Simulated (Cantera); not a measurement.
An isothermal, constant-pressure homogeneous reactor starts with CO : O₂ : H₂O : N₂ = 0.0028 : 0.022 : 0.0057 : 1 (molar parts), equivalence ratio 0.064, at 1048 K and 3750 Torr.

Computed with Cantera and GRI-Mech 3.0 (53 species, 325 reactions).

Predict: x(CO) at 6.00 s; x(O₂) at 6.00 s; x(H₂O) at 6.00 s; x(CO₂) at 6.00 s; x(N₂O) at 6.00 s.


```
Quantity                                              Value
----------------  -----------------------------------------
x(CO) at 6.00 s   0.000109 (gas-phase equilibrium 2.50e-12)
x(O₂) at 6.00 s       0.0201 (gas-phase equilibrium 0.0200)
x(H₂O) at 6.00 s    0.00554 (gas-phase equilibrium 0.00554)
x(CO₂) at 6.00 s    0.00261 (gas-phase equilibrium 0.00272)
x(N₂O) at 6.00 s    4.25e-7 (gas-phase equilibrium 3.48e-9)
```
